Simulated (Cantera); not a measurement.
A closed system holds: 1 mol Si, 8.4 mol Br₂, 3.4 mol H₂, at 0.133 bar.

Method: chemical equilibrium by Gibbs-energy minimisation in Cantera with the NASA 1993 tables (ideal gas, pure condensed phases). Candidate condensed phases: Br₂, Si; 19 gas species. Equilibrium is a limit: real reactors are often held back by kinetics, nucleation or transport. All values below are at 575 °C.

Base state: HBr 0.629, Br₂ 0.277, SiBr₄ 0.0925, Br 0.00100 (mole fractions); condensed: gas only.

Task: What changes in the equilibrium state with this change: H₂ from 3.4 to 0.43 mol?

Result: 
```json
[
 {"species": "Br₂", "before": "0.277", "after": "0.761"},
 {"species": "SiBr₄", "before": "0.0925", "after": "0.128"},
 {"species": "HBr", "before": "0.629", "after": "0.110"},
 {"species": "Br", "before": "0.00100", "after": "0.00166"}
]
```
